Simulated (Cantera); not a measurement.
Charge: 1 mol SiC, 0.011 mol CO2, 3.3 mol H2, 1.4 mol H2O, held at 2.60 bar.

Cantera equilibrium calculation (NASA polynomials, part measured and part estimated; ideal gas, pure solids and liquids). Candidate condensed phases: C, C6H6, C7H8, C8H18, H2O, Si, SiC, SiO2; 123 gas species. Mutual solubility and eutectic melting of coexisting phases are not modelled. The tables hold silica as quartz up to 1696 K and as liquid above; real silica turns to tridymite and cristobalite and melts near 1996 K. Kinetics and transport are ignored.

Over these rows the condensed part is C(graphite) + SiC(s) + SiO2(β-quartz). Partial pressures as log10 of bar:

```
T (K)  1000/T (1/K)  log p SiO  log p H2  log p CH4
-----  ------------  ---------  --------  ---------
1225         0.8163      -7.32      0.40      -1.08
1275         0.7843      -6.68      0.40      -1.22
1325         0.7547      -6.09      0.41      -1.36
1375         0.7273      -5.55      0.41      -1.48
1425         0.7018      -5.05      0.41      -1.60
1475         0.6780          ?      0.41      -1.72
```

Fit log p(SiO) = a + b·(1000/T) to the five rows, give the apparent enthalpy, and predict the row at 1475 K.

Means: 1000/T = 0.7569, log p = -6.138. Sxy = -0.162521, Sxx = 0.0081961, so b = -19.83 and a = -6.138 − (-19.83)×0.7569 = 8.87.
Apparent enthalpy: −19.145 × (-19.83) = 380 kJ/mol. The condensed phases alone fix this pressure, through 1/2 SiC(s) + 1/2 SiO2(β-quartz) = SiO(g) + 1/2 C(graphite), so the slope is that reaction's ΔH° and the other gases don't enter. The five rows lie within 0.01 of the line.
Prediction at 1475 K: 8.87 + (-19.83)×0.6780 = -4.57. The computed value is -4.58, 0.01 from the line.
